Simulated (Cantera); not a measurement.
**Thermodynamics of carbothermic reduction, feed MgO + CH₄ + H₂**

Charge: 1 mol MgO, a varied amount of CH₄, 7.6 mol H₂, equilibrated at 1900 °C and 0.630 Torr.

Equilibrium computed with Cantera from the NASA thermochemical tables; the gas is ideal and each condensed phase is pure. Candidate condensed phases: C, C₆H₆, C₇H₈, C₈H₁₈, H₂O, Mg, MgCO₃, MgO, Mg(OH)₂; 116 gas species. The tables' values for MgH are old estimates; treat these amounts as uncertain. Kinetics and transport are ignored.

From 0.53 mol CH₄ to 0.79 mol CH₄ nothing is condensed. From 1.1 mol CH₄ to 3.1 mol CH₄ the condensed part is C(graphite). The main Mg-bearing gas is Mg throughout.

| n(CH₄) (mol) | log p H₂ | log p H | log p Mg | log p CO | log p H₂O | log p C₂H₂ (acetylene) | log p OH | n C(graphite) |
|---|---|---|---|---|---|---|---|---|
| 0.53 | -3.24 | -3.94 | -4.12 | -4.40 | -4.46 | <-15 | -6.03 | 0 |
| 0.79 | -3.24 | -3.93 | -4.15 | -4.25 | -4.85 | <-15 | -6.42 | 0 |
| 1.1 | -3.23 | -3.93 | -4.18 | -4.18 | -11.61 | -5.89 | -13.19 | 0.0603 |
| 1.3 | -3.23 | -3.93 | -4.19 | -4.19 | -11.63 | -5.88 | -13.20 | 0.259 |
| 1.6 | -3.22 | -3.93 | -4.21 | -4.21 | -11.64 | -5.88 | -13.22 | 0.556 |
| 1.8 | -3.22 | -3.93 | -4.23 | -4.23 | -11.65 | -5.88 | -13.23 | 0.755 |
| 2.1 | -3.22 | -3.92 | -4.25 | -4.25 | -11.67 | -5.87 | -13.25 | 1.05 |
| 2.4 | -3.21 | -3.92 | -4.27 | -4.27 | -11.69 | -5.87 | -13.27 | 1.35 |
| 2.6 | -3.21 | -3.92 | -4.28 | -4.28 | -11.70 | -5.87 | -13.28 | 1.55 |
| 2.9 | -3.21 | -3.92 | -4.30 | -4.30 | -11.71 | -5.87 | -13.30 | 1.85 |
| 3.1 | -3.21 | -3.92 | -4.31 | -4.31 | -11.72 | -5.86 | -13.31 | 2.04 |
log p: log10 of the partial pressure in bar; n: condensed amount in mol.
